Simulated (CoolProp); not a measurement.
A single-stage vapour-compression cycle with tetrahydrofuran: evaporating at 317.15 K (dew point), condensing at 352.15 K (bubble point), superheat 2 K, subcooling 8 K, compressor efficiency 0.9, no pressure losses. Each further row changes one setting.

Values from CoolProp's reference Helmholtz-energy equation of state, Fiedler 2023.

```csv
case,cooling COP,pressure ratio,discharge temperature (K),refrigerating effect (kJ/kg),volumetric capacity (kJ/m³)
as stated,7.74,3.24,361.5,385,499
evaporating temperature 322.15 K,9.29,(withheld),(withheld),390,(withheld)
condensing temperature 347.15 K,9.16,2.78,356.1,394,511
subcooling 13 K,(withheld),3.24,361.5,394,511
superheat 12 K,7.74,3.24,(withheld),396,498
compressor efficiency 0.8,(withheld),3.24,366.1,385,499
```

Problem. Complete the blanks.

Solution. 
- evaporating temperature 322.15 K, pressure ratio: 2.69
- evaporating temperature 322.15 K, discharge temperature (K): 359.9
- evaporating temperature 322.15 K, volumetric capacity (kJ/m³): 601
- subcooling 13 K, cooling COP: 7.93
- superheat 12 K, discharge temperature (K): 371.3
- compressor efficiency 0.8, cooling COP: 6.88
